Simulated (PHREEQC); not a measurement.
A made-up water analysis in mg/kgw, 25 °C, pH 3.5, pe 11.7:

```csv
constituent,mg/kgw
Na,230
K,44.9
Ca,190
Mg,21
Cl,50.3
S(6) as SO4,1080
Zn,32.5
```

Valence states are taken as typed.

Model: ion-association model, phreeqc.dat, run in PHREEQC.

This is a speciation only: nothing precipitates in the calculation.

Order these S species by the share of S that they hold, largest first: ZnSO4, MgSO4, SO4-2, CaSO4, NaSO4-.

SO4-2 (79 %), CaSO4 (13 %), MgSO4 (2.8 %), NaSO4- (2.0 %), ZnSO4 (1.5 %)

The pH is 3.50 and the ionic strength 0.0327 mol/kgw.
